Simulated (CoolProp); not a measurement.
Methanol along the isobar 0.958 MPa: Z from the reference equation and from simpler models built on Tc = 513.4 K, pc = 8.216 MPa, ω = 0.565; each cubic takes its own stable root.

The numbers come from the reference Helmholtz-energy equation of state, de Reuck 1993 in CoolProp.

```
T (K)  phase  reference
-----  -----  ---------
436.6    gas     0.9092
448.6    gas     0.9232
460.7    gas     0.9340
472.7    gas     0.9425
484.7    gas     0.9494
496.7    gas     0.9551
508.7    gas     0.9599
520.7    gas     0.9640
532.7    gas     0.9674
544.7    gas     0.9702
556.7    gas     0.9727
568.7    gas     0.9747
580.8    gas     0.9765
592.8    gas     0.9780
604.8    gas     0.9792
```

How far does each simpler model (Pitzer virial, Peng-Robinson) lie from the reference over these 15 states: mean and median of the absolute difference, and the worst?


- Pitzer virial: mean 0.3 %, median 0.3 %, worst +1.3 % at 436.6 K and 0.958 MPa
- Peng-Robinson: mean 0.5 %, median 0.6 %, worst +1.0 % at 436.6 K and 0.958 MPa
